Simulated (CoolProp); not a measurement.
Computed with CoolProp (reference Helmholtz-energy equation of state, Colonna 2008). It is a short technical equation, of lower accuracy than the large ones.

For dodecamethylcyclohexasiloxane (D6), give the phase and the density (kg/m³), cv (kJ/(kg K)), isothermal compressibility (1/MPa), expansivity (1/kK) at 346.85 °C and 0.901 MPa; 346.85 °C and 1.65 MPa; 346.85 °C and 1.95 MPa.


- 346.85 °C and 0.901 MPa: liquid; density 514, cv 1.98, isothermal compressibility 0.127, expansivity 6.47
- 346.85 °C and 1.65 MPa: liquid; density 550, cv 1.98, isothermal compressibility 0.0672, expansivity 4.14
- 346.85 °C and 1.95 MPa: liquid; density 561, cv 1.98, isothermal compressibility 0.0571, expansivity 3.71
